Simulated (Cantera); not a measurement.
Input: 1 mol PH3, 4.4 mol H2, 0.034 mol H2O, equilibrated at 1725 K and 13.3 mbar.

Method: chemical equilibrium by Gibbs-energy minimisation in Cantera with the NASA 1993 tables (ideal gas, pure condensed phases). Candidate condensed phases: H2O, P, P4O10; 17 gas species. Gases not in the tables: HPO2, HPO3 and P4O6. Rates play no part.

Task: What is the equilibrium state?

Result: 
- x(H2) = 0.916
- x(P2) = 0.0769
- x(H2O) = 0.00399
- x(H) = 0.00154
- x(PO) = 0.00127
- x(P) = 9.16e-5
- x(PH) = 3.32e-5
- x(PO2) = 1.07e-5
- x(P4) = 9.33e-6
- gas amount = 6.443 mol
- log10 activity of P(l) (absent) = -2.37
